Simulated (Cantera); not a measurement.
Input: 1 mol C3H6, 0.61 mol NH3, 28 mol H2, 0.1 mol CO2, held at 1550 K.

Cantera equilibrium calculation (NASA polynomials, part measured and part estimated; ideal gas, pure solids and liquids). Candidate condensed phases: C, C6H6, C7H8, C8H18, H2O; 136 gas species. The ideal-gas law is rough above about 30 bar. Rates play no part.

Q: What share of the C ends up in condensed phases as a function of P (Pa), at 10, 100, 1000, 10000, 100000, 1000000, 10000000?

A: 
```json
[
 {"P (Pa)": "10", "C condensed (%)": "93.4", "as": "C(graphite)"},
 {"P (Pa)": "100", "C condensed (%)": "93.4", "as": "C(graphite)"},
 {"P (Pa)": "1000", "C condensed (%)": "93.3", "as": "C(graphite)"},
 {"P (Pa)": "10000", "C condensed (%)": "93.2", "as": "C(graphite)"},
 {"P (Pa)": "100000", "C condensed (%)": "91.3", "as": "C(graphite)"},
 {"P (Pa)": "1000000", "C condensed (%)": "73.9", "as": "C(graphite)"},
 {"P (Pa)": "10000000", "C condensed (%)": "0.0", "as": "-"}
]
```
